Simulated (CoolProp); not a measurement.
The fluid at 293.15 K and 0.0394 MPa is throttled through a valve to 0.0193 MPa with no heat exchange. The same conditions are run with several fluids, on thermodynamics alone (safety and materials aside).

Values from CoolProp's reference Helmholtz-energy equation of state of each fluid (vinyl chloride: Thol 2022; CF4 (R14): Platzer 1990; R142b: Lemmon 2006; carbonyl sulfide: Lemmon 2006; ammonia: Gao 2020). The equations of Platzer and Polt are older, rougher fits.

| fluid | temperature change (K) | final density (kg/m³) |
|---|---|---|
| vinyl chloride | -0.6 | (withheld) |
| CF4 (R14) | -0.1 | 0.698 |
| R142b | -0.6 | (withheld) |
| carbonyl sulfide | (withheld) | (withheld) |
| ammonia | -0.6 | 0.135 |

### Question
Fill in the missing entries.

### Answer

- vinyl chloride, final density (kg/m³): 0.498
- R142b, final density (kg/m³): 0.801
- carbonyl sulfide, temperature change (K): -0.4
- carbonyl sulfide, final density (kg/m³): 0.477
